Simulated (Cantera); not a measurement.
A perfectly stirred reactor is fed with 6.67 % CH4, 93.3 % N2, at 20.0 Torr; it is held at 2000 K, and followed from long to short residence time.

Model: GRI-Mech 3.0 (53 species, 325 reactions), integrated in Cantera. GRI-Mech 3.0 stops at C3 and has no aromatics, soot or wall deposition, so with more carbon than oxygen in the feed, carbon stays in small species such as C2H2 where larger ones or solid carbon would form. Radical loss at walls, strong at low pressure, is not modelled.

Predict: x(CH4) at τ = 14.0 s; x(HCN) at τ = 14.0 s; x(C2H) at τ = 14.0 s; x(CH3) at τ = 14.0 s; x(CH2) at τ = 14.0 s; x(CH4) at τ = 43.0 ms; x(HCN) at τ = 43.0 ms; x(C2H) at τ = 43.0 ms; x(CH3) at τ = 43.0 ms; x(CH2) at τ = 43.0 ms.

x(CH4) at τ = 14.0 s: 0.000164
x(HCN) at τ = 14.0 s: 0.00794
x(C2H) at τ = 14.0 s: 1.12e-5
x(CH3) at τ = 14.0 s: 7.10e-5
x(CH2) at τ = 14.0 s: 1.98e-6
x(CH4) at τ = 43.0 ms: 0.0141
x(HCN) at τ = 43.0 ms: 3.84e-5
x(C2H) at τ = 43.0 ms: 3.00e-6
x(CH3) at τ = 43.0 ms: 0.00173
x(CH2) at τ = 43.0 ms: 1.07e-5
